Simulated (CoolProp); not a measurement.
Vapour-liquid equilibrium of propylene (1) + isobutane (2) at 6.35 °C; x and y are mole fractions of (1).

Computed with CoolProp (multi-fluid Helmholtz-energy mixture model, Lemmon 2013 and Bücker 2006; pair parameters Bell 2016).

Task: Give the bubble pressure and the first vapour's composition at x = 0.2, 0.5, 0.8. Is there an azeotrope?

Result: x = 0.2: 0.2932 MPa, y = 0.430; x = 0.5: 0.4020 MPa, y = 0.717; x = 0.8: 0.5637 MPa, y = 0.929. No azeotrope shows between x = 0.05 and 0.95.

The pair parameters rest on a limited set of measurements; away from them the model extrapolates. The gap from Raoult's law changes sign with composition, which may be real or a fault of the pair parameters; it wasn't checked against measurements.
